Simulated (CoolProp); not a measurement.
Vapour pressure (bar) of octamethylcyclotetrasiloxane (D4): the reference equation beside estimates from Tc = 586.5 K, pc = 13.47 bar, ω = 0.598. Clausius-Clapeyron is anchored at 425.8 K with a constant enthalpy of vaporisation of 41.45 kJ/mol.

Values from CoolProp's reference Helmholtz-energy equation of state, Thol 2015.

| T (K) | reference | Lee-Kesler | Clausius-Clapeyron | van der Waals | Redlich-Kwong | Soave-Redlich-Kwong |
|---|---|---|---|---|---|---|
| 373.4 | 0.08831 | 0.08940 | 0.1046 | 1.634 | 0.5009 | 0.08927 |
| 390.9 | 0.1738 | 0.1746 | 0.1902 | 2.093 | 0.7678 | 0.1745 |
| 408.3 | 0.3161 | 0.3162 | 0.3276 | 2.626 | ? | 0.3164 |
| 425.8 | 0.5411 | 0.5403 | 0.5411 | ? | 1.591 | 0.5416 |
| 443.2 | ? | 0.8730 | 0.8569 | 3.946 | 2.177 | 0.8777 |
| 460.6 | 1.351 | 1.348 | 1.311 | 4.739 | 2.901 | 1.360 |
| 478.1 | 2.012 | 2.008 | 1.948 | 5.630 | 3.781 | 2.034 |
| 495.5 | 2.890 | 2.887 | ? | 6.615 | 4.823 | 2.935 |
| 513 | 4.044 | 4.043 | 3.960 | 7.707 | 6.052 | 4.122 |
| 530.4 | 5.514 | 5.520 | 5.446 | 8.897 | 7.466 | 5.635 |

Problem. What belongs in the gaps?

Solution. 
- 408.3, Redlich-Kwong: 1.124
- 425.8, van der Waals: 3.245
- 443.2, reference: 0.8749
- 495.5, Clausius-Clapeyron: 2.809

Absolute difference from the reference over all 10 rows, mean and median: Lee-Kesler 0.3 and 0.2 %, Clausius-Clapeyron 4.6 and 2.9 %, van der Waals 514.7 and 300.9 %, Redlich-Kwong 176.2 and 131.8 %, Soave-Redlich-Kwong 0.9 and 0.9 %.
